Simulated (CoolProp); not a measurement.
n-perfluorohexane along the isobar 1.94 MPa: Z from the reference equation and from simpler models built on Tc = 448.0 K, pc = 1.742 MPa, ω = 0.497; each cubic takes its own stable root.

The numbers come from the reference Helmholtz-energy equation of state, Gao 2022 in CoolProp.

```json
[
 {"T (K)": "374.5", "phase": "liquid", "reference": "0.1461"},
 {"T (K)": "385.3", "phase": "liquid", "reference": "0.1464"},
 {"T (K)": "396.1", "phase": "liquid", "reference": "0.1473"},
 {"T (K)": "406.9", "phase": "liquid", "reference": "0.1491"},
 {"T (K)": "417.7", "phase": "liquid", "reference": "0.1524"},
 {"T (K)": "428.4", "phase": "liquid", "reference": "0.1578"},
 {"T (K)": "439.2", "phase": "liquid", "reference": "0.1683"},
 {"T (K)": "450", "phase": "supercritical", "reference": "0.2012"}
]
```

Question: How far does each simpler model (van der Waals, Redlich-Kwong, Peng-Robinson) lie from the reference over these 8 states: mean and median of the absolute difference, and the worst?

Answer: 
- van der Waals: mean 69.5 %, median 72.4 %, worst +74.1 % at 374.5 K and 1.94 MPa
- Redlich-Kwong: mean 30.5 %, median 30.8 %, worst +35.2 % at 439.2 K and 1.94 MPa
- Peng-Robinson: mean 10.2 %, median 8.3 %, worst +22.5 % at 450 K and 1.94 MPa
